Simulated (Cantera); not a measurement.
A closed system holds: 1 mol PbO, 1.1 mol H₂, equilibrated at 1225 K and 4730 Torr.

Equilibrium computed with Cantera from the NASA thermochemical tables; the gas is ideal and each condensed phase is pure. Candidate condensed phases: H₂O, Pb, PbO, PbO₂, Pb₃O₄; 12 gas species. Rates play no part.

Base state: H₂O 0.909, H₂ 0.0909, Pb 0.000148 (mole fractions); condensed: Pb(l).

Question: What changes in the equilibrium state with this change: pressure from 4730 Torr to 1.95 Torr?

Answer: 
| species | before | after |
|---|---|---|
| H₂O | 0.909 | 0.582 |
| Pb | 0.000148 | 0.359 |
| H₂ | 0.0909 | 0.0584 |
| Pb₂ | 7.10e-9 | 1.72e-5 |
| PbO | 6.16e-8 | 0.000149 |
| Pb(l), mol | 1.000 | 0.382 |
